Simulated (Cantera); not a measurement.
Input: 1 mol CCl4, 0.032 mol Si, 2.1 mol H2, 0.026 mol F2, held at 1098 K and 1330 Pa.

Cantera equilibrium calculation (NASA polynomials, part measured and part estimated; ideal gas, pure solids and liquids). Candidate condensed phases: C, C6H6, C7H8, C8H18, Si, SiC; 143 gas species. The numbers say what is thermodynamically allowed, not how fast it happens.

Base state: HCl 0.957, H2 0.0337, SiCl4 0.00502, SiF4 0.00279, HF 0.00154 (mole fractions); condensed: C(graphite).

Problem. What changes in the equilibrium state with this change: H2 from 2.1 to 0.72 mol?

Solution. 
| species | before | after |
|---|---|---|
| HCl | 0.957 | 0.527 |
| Cl2 | 6.11e-9 | 0.451 |
| Cl | 1.00e-6 | 0.00860 |
| H2 | 0.0337 | <1e-9 |
| SiCl4 | 0.00502 | 0.00719 |
| HF | 0.00154 | 0.000878 |
| SiF4 | 0.00279 | 0.00455 |
| C(graphite), mol | 1.000 | 1.000 |

Problem. What changes in the equilibrium state with this change: Si from 0.032 to 1.4 mol?

Solution. 
```
species            before     after
----------------  -------  --------
H2                 0.0337     0.439
HCl                 0.957     0.349
SiCl4             0.00502     0.201
SiCl2             1.23e-7  0.000482
SiHCl3            2.57e-6   0.00367
SiCl3             6.64e-6   0.00263
CH4               5.53e-7   9.38e-5
SiHF3             5.67e-7   6.27e-5
C(graphite), mol    1.000     0.321
SiC(s), mol             0     0.679
```
The tables' values for SiCl3, SiF3 are old estimates; treat these amounts as uncertain.

Problem. What changes in the equilibrium state with this change: Si from 0.032 to 0.012 mol?

Solution. 
```tsv
species	before	after
HCl	0.957	0.970
H2	0.0337	0.0238
HF	0.00154	0.00277
SiCl4	0.00502	0.000449
SiF4	0.00279	0.00247
C(graphite), mol	1.000	1.000
```
